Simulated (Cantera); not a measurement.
Cantera run:

```python
import numpy as np
import cantera as ct

gas_names = """
    H HO2 H2 H2O H2O2 O OH O2 O3 Ti TiO TiO2
""".split()
cond_names = """
    H2O(s) H2O(L) Ti(a) Ti(b) Ti(L) TiO(a) TiO(b) TiO(L) TiO2(ru) TiO2(L) Ti2O3(a) Ti2O3(b) Ti2O3(L)
    Ti3O5(a) Ti3O5(b) Ti3O5(L) Ti4O7(s) Ti4O7(L)
""".split()


# ... load() reads the species with a 1 bar reference pressure and builds the phases ...
atoms = {
    'TiO2': {'Ti': 1, 'O': 2},
    'H2': {'H': 2},
}
top_T = {}  # K; cautious upper limits of use, not melting points


# ... equilibrate(T, P, feed) seeds the gas with the atoms and calls Mixture.equilibrate('TP', solver="vcs", rtol=1e-11, max_steps=5000) ...
results = []
feed = {'TiO2': 1, 'H2': 1200}  # mol
T = 1948.15  # K
P = 10000  # Pa
mix = equilibrate(T, P, feed)
results.append((T, P, feed, dict(zip(mix.species_names, mix.species_moles))))
x = sorted(zip(gas.X, gas.species_names), reverse=True)
print(f"T = {T:g} K  P = {P:g} Pa  gas = {mix.phase_moles(0):.4g} mol")
print("   x: " + "  ".join(f"{s} {v:.3e}" for v, s in x if v > 1e-05))
print("   condensed (mol): " + ("  ".join(f"{mix.phase(i).name} {mix.phase_moles(i):.4g}"
      for i in range(1, mix.n_phases) if mix.phase_moles(i) > 1e-12) or "none"))
```

It prints:

```
T = 1948.15 K  P = 10000 Pa  gas = 1202 mol
   x: H2 9.960e-01  H 3.570e-03  H2O 4.169e-04
   condensed (mol): Ti2O3(b) 0.4986
```

Cantera equilibrium calculation (NASA polynomials, part measured and part estimated; ideal gas, pure solids and liquids).
